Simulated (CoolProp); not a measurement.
Methanol along the isotherm 620 K: Z from the reference equation and from simpler models built on Tc = 513.4 K, pc = 8.216 MPa, ω = 0.565; each cubic takes its own stable root.

Values from CoolProp's reference Helmholtz-energy equation of state, de Reuck 1993.

```tsv
p (MPa)	phase	reference
0.13	gas	0.9974
0.267	gas	0.9946
0.548	gas	0.9889
1.12	gas	0.9771
2.31	gas	0.9518
4.74	gas	0.8987
9.74	supercritical	0.7929
20	supercritical	0.5997
41.1	supercritical	0.5927
```

**Question.** How far does each simpler model (van der Waals, Redlich-Kwong, Soave-Redlich-Kwong, Peng-Robinson) lie from the reference over these 9 states: mean and median of the absolute difference, and the worst?

**Answer.** 
- van der Waals: mean 6.7 %, median 0.6 %, worst +43.7 % at 620 K and 41.1 MPa
- Redlich-Kwong: mean 4.2 %, median 0.8 %, worst +24.0 % at 620 K and 41.1 MPa
- Soave-Redlich-Kwong: mean 7.3 %, median 0.6 %, worst +39.9 % at 620 K and 41.1 MPa
- Peng-Robinson: mean 4.7 %, median 0.2 %, worst +28.9 % at 620 K and 41.1 MPa
